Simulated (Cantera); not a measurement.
# Transport properties of process gases

Gas mixture: CO2 : N2O = 0.15 : 0.21 (molar parts), at 5.00 bar, frozen composition.

Cantera's kinetic-theory transport with the Lennard-Jones parameters of GRI-Mech 3.0, ideal gas; thermal conductivity in the multicomponent form. The composition is frozen, though it would react at the higher temperatures.

```tsv
T (K)	ρ (kg/m³)	cp (J/kg/K)	μ (µPa s)	λ (mW/m/K)	Pr	D (cm²/s) C2H2	D (cm²/s) O	D (cm²/s) N2
400	6.62	956.8	19.6	25.3	0.741	0.0427	0.0856	0.0537
550	4.81	1062	25.7	36.8	0.741	0.0766	0.149	0.0941
700	3.78	1140	31.1	47.9	0.739	0.118	0.226	0.143
850	3.11	1200	35.9	58.5	0.738	0.165	0.314	0.199
1000	2.65	1246	40.4	68.4	0.737	0.219	0.413	0.262
1150	2.30	1279	44.6	77.5	0.735	0.278	0.522	0.331
1300	2.04	1306	48.5	86.3	0.734	0.342	0.641	0.407
1450	1.83	1328	52.3	94.7	0.733	0.412	0.769	0.488
```
D: mixture-averaged diffusion coefficient of that species in the mixture.
